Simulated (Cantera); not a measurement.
A closed system holds: 1 mol CuO, 0.34 mol H2, 0.59 mol H2O, held at 700 K and 0.00540 bar.

Cantera equilibrium calculation (NASA polynomials, part measured and part estimated; ideal gas, pure solids and liquids). Candidate condensed phases: Cu, CuO, Cu(OH)2, Cu2O, H2O; 12 gas species. Equilibrium is a limit: real reactors are often held back by kinetics, nucleation or transport.

Base state: H2O 1.00 (mole fractions); condensed: CuO(s) + Cu2O(s).

Q: What changes in the equilibrium state with this change: temperature from 700 K to 1750 K?

A: 
| species | before | after |
|---|---|---|
| H2O | 1.00 | 0.692 |
| O2 | 2.10e-8 | 0.246 |
| Cu | <1e-9 | 0.0553 |
| OH | <1e-9 | 0.00510 |
| H2 | <1e-9 | 0.000634 |
| O | <1e-9 | 0.000504 |
| CuO(s), mol | 0.320 | 0 |
| Cu2O(s), mol | 0.340 | 0 |
| Cu(l), mol | 0 | 0.925 |
